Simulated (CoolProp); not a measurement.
Values from CoolProp's reference Helmholtz-energy equation of state, Gao 2020.

Problem. For ammonia, give the phase and the cp (kJ/(kg K)), cv (kJ/(kg K)), isothermal compressibility (1/MPa), Prandtl number at 40.75 °C and 151 bar.

Solution. 
- 40.75 °C and 151 bar: liquid; cp 4.73, cv 2.76, isothermal compressibility 0.00164, Prandtl number 1.25

Viscosity comes from a separate model (Fenghour 1995). Thermal conductivity comes from a separate model (Tufeu 1984).
